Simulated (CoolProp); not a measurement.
The numbers come from the reference Helmholtz-energy equation of state, Lemmon 2006 in CoolProp. It is a short technical equation, of lower accuracy than the large ones.

Give the vapour pressure (MPa), vapour density (kg/m³), enthalpy of vaporisation (kJ/kg), surface tension (mN/m) of saturated isohexane at 81.15, 118.05, 204.15 °C.


```json
[
 {"T (°C)": "81.15", "p (MPa)": "0.189", "vapour density (kg/m³)": "5.96", "enthalpy of vaporisation (kJ/kg)": "307", "surface tension (mN/m)": "11.4"},
 {"T (°C)": "118.05", "p (MPa)": "0.470", "vapour density (kg/m³)": "14.5", "enthalpy of vaporisation (kJ/kg)": "274", "surface tension (mN/m)": "7.97"},
 {"T (°C)": "204.15", "p (MPa)": "2.24", "vapour density (kg/m³)": "90.6", "enthalpy of vaporisation (kJ/kg)": "140", "surface tension (mN/m)": "1.11"}
]
```

Surface tension comes from a separate correlation (Mulero 2012).
